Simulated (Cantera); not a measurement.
# Thermodynamics of boron, boron nitride and boron oxide, feed B2O3 + N2

Feed: 1 mol B2O3, 23 mol N2, at 0.0120 bar.

Equilibrium computed with Cantera from the NASA thermochemical tables; the gas is ideal and each condensed phase is pure. Candidate condensed phases: B, BN, B2O3; 17 gas species. Rates play no part.

| T (K) | log p N2 | log p B2O3 | log p BO2 | log p BO | n B2O3(l) |
|---|---|---|---|---|---|
| 1373 | -1.92 | -5.90 | -9.46 | -9.59 | 0.998 |
| 1423 | -1.92 | -5.39 | -8.83 | -8.97 | 0.992 |
| 1473 | -1.92 | -4.91 | -8.24 | -8.40 | 0.976 |
| 1523 | -1.92 | -4.46 | -7.69 | -7.86 | 0.934 |
| 1573 | -1.92 | -4.05 | -7.18 | -7.36 | 0.826 |
| 1623 | -1.93 | -3.66 | -6.70 | -6.89 | 0.571 |
| 1673 | -1.94 | -3.30 | -6.25 | -6.45 | 0 |
| 1723 | -1.94 | -3.30 | -6.03 | -6.18 | 0 |
| 1773 | -1.94 | -3.30 | -5.81 | -5.92 | 0 |
| 1823 | -1.94 | -3.30 | -5.61 | -5.69 | 0 |
log p: log10 of the partial pressure in bar; n: condensed amount in mol.

From 1373 K to 1623 K the condensed part is B2O3(l). From 1673 K to 1823 K nothing is condensed. The main B-bearing gas is B2O3 throughout.
